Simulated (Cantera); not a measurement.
## Adiabatic ignition

An adiabatic, constant-pressure homogeneous reactor starts with CH4 : CO : O2 : N2 = 1 : 0.56 : 2.71 : 10.2 (molar parts), at 1125 K and 1.01 bar.

Detailed kinetics in Cantera: GRI-Mech 3.0 (53 species, 325 reactions).

```
t (s)     T (K)   x CH4    x CO    x O2     x NO     x HCO      x H2
--------  -----  ------  ------  ------  -------  --------  --------
8.00e-6    1125  0.0691  0.0387   0.187   <1e-12    <1e-12  1.85e-11
1.57e-5    1125  0.0691  0.0387   0.187   <1e-12    <1e-12  5.18e-11
3.09e-5    1125  0.0691  0.0387   0.187   <1e-12    <1e-12  1.23e-10
6.06e-5    1125  0.0691  0.0387   0.187   <1e-12    <1e-12  2.83e-10
0.000119   1125  0.0691  0.0387   0.187   <1e-12    <1e-12  6.75e-10
0.000234   1125  0.0691  0.0387   0.187   <1e-12    <1e-12   1.75e-9
0.000459   1125  0.0691  0.0387   0.187   <1e-12    <1e-12   5.15e-9
0.000903   1125  0.0691  0.0387   0.187   <1e-12    <1e-12   1.73e-8
0.00177    1125  0.0691  0.0387   0.187   <1e-12    <1e-12   6.55e-8
0.00348    1125  0.0691  0.0387   0.187   <1e-12    <1e-12   2.64e-7
0.00684    1125  0.0691  0.0387   0.187   <1e-12  2.25e-12   9.76e-7
0.0134     1125  0.0691  0.0387   0.187   <1e-12  6.79e-12   2.93e-6
0.0264     1126  0.0690  0.0387   0.187   <1e-12  1.82e-11   8.22e-6
0.0518     1127  0.0688  0.0387   0.187   <1e-12  5.42e-11   2.62e-5
0.102      1132  0.0681  0.0387   0.187   <1e-12  2.56e-10  0.000127
0.200      2530  <1e-12  0.0205  0.0339  0.00908   5.57e-9   0.00474
```
x: mole fraction; the columns are a selection and need not sum to one.

```
Property                                                           Value
---------------------------------  -------------------------------------
time of steepest temperature rise                                0.166 s
temperature at 0.200 s                                            2530 K
equilibrium temperature                                           2530 K
x(CH4) at 0.200 s                  <1e-12 (gas-phase equilibrium <1e-12)
x(CO) at 0.200 s                   0.0205 (gas-phase equilibrium 0.0205)
x(O2) at 0.200 s                   0.0339 (gas-phase equilibrium 0.0339)
```
